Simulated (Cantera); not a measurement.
Input (Python, Cantera):

```python
import numpy as np
import cantera as ct

gas = ct.Solution("gri30.yaml")


def delay(T, t_max=10):
    gas.TPX = T, 101325, {'CH4': 1, 'O2': 2.13, 'N2': 8, 'H2O': 1}
    reactor = ct.IdealGasReactor(gas, clone=False)
    net = ct.ReactorNet([reactor])
    net.rtol, net.atol = 1e-8, 1e-16
    while net.time < t_max:
        t_old, T_old = net.time, reactor.T
        net.step()
        if reactor.T > T + 400:  # ignition: a rise of 400 K
            return t_old + (T + 400 - T_old) / (reactor.T - T_old) * (net.time - t_old)
    return np.nan


taus = []
for T in [1275, 1350, 1425, 1500, 1575, 1650]:
    taus.append(delay(T))
    print(f"T0 = {T:6g} K   tau = {taus[-1]:.4e} s")
```

Result:

```
T0 =   1275 K   tau = 1.8402e-02 s
T0 =   1350 K   tau = 7.1206e-03 s
T0 =   1425 K   tau = 2.9265e-03 s
T0 =   1500 K   tau = 1.2866e-03 s
T0 =   1575 K   tau = 6.1136e-04 s
T0 =   1650 K   tau = 3.1522e-04 s
```

Cantera simulation using GRI-Mech 3.0 (53 species, 325 reactions); the numbers are that mechanism's predictions, not measurements.
